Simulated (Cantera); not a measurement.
An isothermal, constant-pressure homogeneous reactor starts with C2H6 : N2 = 1 : 26 (molar parts), at 1850 K and 75.0 Torr. Integrator tolerance rtol = 1e-08.

Computed with Cantera and GRI-Mech 3.0 (53 species, 325 reactions). GRI-Mech 3.0 stops at C3 and has no aromatics, soot or wall deposition, so with more carbon than oxygen in the feed, carbon stays in small species such as C2H2 where larger ones or solid carbon would form.

### Question
What does this change do: pressure from 75.0 Torr to 1.13 Torr?

### Answer
```tsv
quantity	before	after
x(C2H6) at 20.0 s	1.69e-11 (gas-phase equilibrium 6.29e-12)	3.85e-12 (gas-phase equilibrium <1e-12)
x(C2H4) at 20.0 s	3.92e-6 (gas-phase equilibrium 9.13e-7)	8.44e-8 (gas-phase equilibrium 1.33e-8)
x(C2H) at 20.0 s	2.42e-6 (gas-phase equilibrium 5.63e-7)	8.16e-6 (gas-phase equilibrium 4.64e-6)
x(H) at 20.0 s	0.000450 (gas-phase equilibrium 0.000450)	0.00151 (gas-phase equilibrium 0.00363)
x(C2H2) at 20.0 s	0.0344 (gas-phase equilibrium 0.00801)	0.0344 (gas-phase equilibrium 0.00799)
```
Radical loss at walls, strong at low pressure, is not modelled.

### Question
What does this change do: pressure from 75.0 Torr to 1.05 Torr?

### Answer
| quantity | before | after |
|---|---|---|
| x(C2H6) at 20.0 s | 1.69e-11 (gas-phase equilibrium 6.29e-12) | 5.67e-12 (gas-phase equilibrium <1e-12) |
| x(C2H4) at 20.0 s | 3.92e-6 (gas-phase equilibrium 9.13e-7) | 8.32e-8 (gas-phase equilibrium 1.24e-8) |
| x(C2H) at 20.0 s | 2.42e-6 (gas-phase equilibrium 5.63e-7) | 7.90e-6 (gas-phase equilibrium 4.81e-6) |
| x(H) at 20.0 s | 0.000450 (gas-phase equilibrium 0.000450) | 0.00146 (gas-phase equilibrium 0.00375) |
| x(C2H2) at 20.0 s | 0.0344 (gas-phase equilibrium 0.00801) | 0.0344 (gas-phase equilibrium 0.00799) |
Radical loss at walls, strong at low pressure, is not modelled.
